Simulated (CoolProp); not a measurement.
Vapour-liquid equilibrium of R134a (1) + R124 (2) at 5.63 bar; x and y are mole fractions of (1).

Model: multi-fluid Helmholtz-energy mixture model, Tillner-Roth 1994 and de Vries 1995; pair parameters Bell 2016, in CoolProp.

```json
[
 {"x": "0.05", "bubble temperature, mixture model (K)": "309.7", "bubble temperature, Raoult's law (K)": "310.0", "y, mixture model": "[?]", "y, Raoult's law": "0.083"},
 {"x": "0.125", "bubble temperature, mixture model (K)": "307.6", "bubble temperature, Raoult's law (K)": "308.2", "y, mixture model": "0.197", "y, Raoult's law": "0.197"},
 {"x": "0.2", "bubble temperature, mixture model (K)": "305.7", "bubble temperature, Raoult's law (K)": "306.5", "y, mixture model": "0.299", "y, Raoult's law": "0.301"},
 {"x": "0.275", "bubble temperature, mixture model (K)": "[?]", "bubble temperature, Raoult's law (K)": "304.9", "y, mixture model": "0.390", "y, Raoult's law": "0.396"},
 {"x": "0.35", "bubble temperature, mixture model (K)": "302.3", "bubble temperature, Raoult's law (K)": "303.4", "y, mixture model": "0.472", "y, Raoult's law": "0.482"},
 {"x": "0.425", "bubble temperature, mixture model (K)": "300.8", "bubble temperature, Raoult's law (K)": "301.9", "y, mixture model": "0.547", "y, Raoult's law": "0.561"},
 {"x": "0.5", "bubble temperature, mixture model (K)": "299.4", "bubble temperature, Raoult's law (K)": "300.5", "y, mixture model": "0.616", "y, Raoult's law": "0.634"},
 {"x": "0.575", "bubble temperature, mixture model (K)": "298.2", "bubble temperature, Raoult's law (K)": "299.2", "y, mixture model": "[?]", "y, Raoult's law": "0.701"},
 {"x": "0.65", "bubble temperature, mixture model (K)": "297.0", "bubble temperature, Raoult's law (K)": "297.9", "y, mixture model": "0.742", "y, Raoult's law": "0.764"},
 {"x": "0.725", "bubble temperature, mixture model (K)": "296.0", "bubble temperature, Raoult's law (K)": "296.7", "y, mixture model": "0.799", "y, Raoult's law": "0.821"},
 {"x": "0.8", "bubble temperature, mixture model (K)": "[?]", "bubble temperature, Raoult's law (K)": "295.6", "y, mixture model": "[?]", "y, Raoult's law": "0.875"},
 {"x": "0.875", "bubble temperature, mixture model (K)": "294.0", "bubble temperature, Raoult's law (K)": "294.4", "y, mixture model": "0.910", "y, Raoult's law": "0.924"},
 {"x": "0.95", "bubble temperature, mixture model (K)": "293.2", "bubble temperature, Raoult's law (K)": "293.4", "y, mixture model": "0.964", "y, Raoult's law": "0.971"}
]
```

Task: Some entries are withheld; supply them.

Result: 
- 0.05, y, mixture model: 0.084
- 0.275, bubble temperature, mixture model (K): 303.9
- 0.575, y, mixture model: 0.681
- 0.8, bubble temperature, mixture model (K): 295.0
- 0.8, y, mixture model: 0.855

The largest gap from Raoult's law is -1.1 K in bubble temperature, at x = 0.425. No azeotrope shows between x = 0.05 and 0.95.

Pair parameters are fitted to limited data, so mixtures are less certain than the pure fluids.
